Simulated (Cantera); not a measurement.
An adiabatic, constant-pressure homogeneous reactor starts with 5.10 % CH₄, 1.48 % H₂, 14.8 % O₂, 78.6 % N₂, at 1373 K and 1.60 bar.

Cantera simulation using GRI-Mech 3.0 (53 species, 325 reactions); the numbers are that mechanism's predictions, not measurements.

Question: Predict: time of steepest temperature rise; temperature at 1.00 s; equilibrium temperature; x(H₂) at 1.00 s; x(O₂) at 1.00 s; x(NO) at 1.00 s; x(N₂O) at 1.00 s; x(CO₂) at 1.00 s.

Answer: 
```
Quantity                                                            Result
---------------------------------  ---------------------------------------
time of steepest temperature rise                                 0.875 ms
temperature at 1.00 s                                               2425 K
equilibrium temperature                                             2425 K
x(H₂) at 1.00 s                    0.00192 (gas-phase equilibrium 0.00192)
x(O₂) at 1.00 s                      0.0355 (gas-phase equilibrium 0.0355)
x(NO) at 1.00 s                    0.00826 (gas-phase equilibrium 0.00826)
x(N₂O) at 1.00 s                   5.77e-7 (gas-phase equilibrium 5.77e-7)
x(CO₂) at 1.00 s                     0.0463 (gas-phase equilibrium 0.0463)
```
